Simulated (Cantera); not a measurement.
## Diamond growth

A diamond (100) surface in a fixed gas of H2 with x(CH4) = 0.0087, x(H) = 0.0016, x(CH3) = 7.4e-05, 51.0 Torr; coverages are run to steady state.

Cantera simulation using the Harris–Goodwin 1993 mechanism for the reconstructed diamond (100) surface; the numbers are that mechanism's predictions, not measurements.

```tsv
T (K)	growth (µm/h)	θ c6HH	θ c6H*	θ c6*H	θ c6**	θ c6HM
925	1.71	0.641	0.0117	0.301	0.00507	0.0327
975	2.16	0.601	0.0156	0.342	0.00750	0.0255
1025	2.45	0.563	0.0199	0.381	0.0106	0.0187
1075	2.34	0.528	0.0247	0.416	0.0143	0.0118
1125	1.78	0.496	0.0298	0.446	0.0184	0.00601
1175	1.19	0.467	0.0350	0.471	0.0229	0.00251
1225	0.830	0.440	0.0402	0.490	0.0274	0.000948
1275	0.691	0.418	0.0452	0.504	0.0318	0.000350
1325	0.648	0.399	0.0501	0.514	0.0359	0.000130
1375	0.584	0.385	0.0548	0.520	0.0396	4.85e-5
```
θ: site fractions in the mechanism's names (c6HH fully hydrogenated, c6H* and c6*H radical sites, c6** diradical, c6HM methylated).
